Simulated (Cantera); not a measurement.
## Aluminium nitride and oxide growth: AlCl3 + N2 + H2 + O2

A closed system holds: 1 mol AlCl3, 1.9 mol N2, 1.8 mol H2, 4.6 mol O2, at 100 Torr.

These are equilibrium values from Cantera (NASA tables, ideal gas, pure condensed phases), not measurements of a reactor. Candidate condensed phases: Al, AlCl3, AlN, Al2O3, H2O, NH4Cl; 45 gas species. Equilibrium is a limit: real reactors are often held back by kinetics, nucleation or transport.

From 877 °C to 1427 °C the condensed part is Al2O3(s). The main Al-bearing gas is AlCl3 throughout.

```tsv
T (°C)	log p O2	log p HCl	log p N2	log p H2O	log p Cl	log p Cl2	n Al2O3(s)
877	-1.27	-1.44	-1.54	-2.04	-3.73	-2.35	0.500
927	-1.27	-1.43	-1.54	-2.06	-3.53	-2.41	0.500
977	-1.27	-1.42	-1.54	-2.09	-3.34	-2.47	0.500
1027	-1.27	-1.41	-1.54	-2.11	-3.17	-2.53	0.500
1077	-1.27	-1.41	-1.54	-2.12	-3.02	-2.60	0.500
1127	-1.27	-1.40	-1.54	-2.13	-2.88	-2.66	0.500
1177	-1.27	-1.40	-1.54	-2.14	-2.75	-2.73	0.500
1227	-1.27	-1.40	-1.55	-2.14	-2.64	-2.80	0.500
1277	-1.27	-1.41	-1.55	-2.14	-2.53	-2.88	0.500
1327	-1.27	-1.41	-1.55	-2.13	-2.44	-2.96	0.500
1377	-1.27	-1.42	-1.55	-2.12	-2.35	-3.04	0.500
1427	-1.27	-1.42	-1.55	-2.11	-2.28	-3.13	0.500
```
log p: log10 of the partial pressure in bar; n: condensed amount in mol.
